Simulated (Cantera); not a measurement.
Input: 1 mol NaOH, 0.22 mol C, 0.55 mol CO2, equilibrated at 1077 °C and 0.0650 bar.

Cantera equilibrium calculation (NASA polynomials, part measured and part estimated; ideal gas, pure solids and liquids). Candidate condensed phases: C, C6H6, C7H8, C8H18, H2O, Na, NaOH, NaO2, Na2CO3, Na2O, Na2O2; 117 gas species. Kinetics and transport are ignored.

Base state: H2O 0.309, H2 0.249, CO 0.216, CO2 0.136, Na 0.0696, NaOH 0.0202, NaH 4.03e-5, Na2(OH)2 2.83e-5 (mole fractions); condensed: Na2CO3(l).

### Question
What changes in the equilibrium state with this change: CO2 from 0.55 to 0.12 mol?

### Answer
```csv
species,before,after
Na,0.0696,0.357
H2,0.249,0.307
H2O,0.309,0.234
CO,0.216,0.0216
CO2,0.136,0.00839
NaOH,0.0202,0.0708
Na2,1.42e-5,0.000373
Na2(OH)2,2.83e-5,0.000348
NaH,4.03e-5,0.000229
"Na2CO3(l), mol",0.460,0.314
```
